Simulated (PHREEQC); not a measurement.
Consider water at 25 °C with 0.027 mol Cu(NO3)2 and 0.28 mol H2SO4 per kg of water. Closed to the air; pH follows from the charge balance.

Computed with PHREEQC (ion-association model, wateq4f.dat).

No solid was allowed to form.

Question: Order these S species by the share of S that they hold, largest first: HSO4-, SO4-2, CuSO4.

Answer: HSO4- (86 %), SO4-2 (11 %), CuSO4 (2.4 %)

The pH is 0.61 and the ionic strength 0.409 mol/kgw.
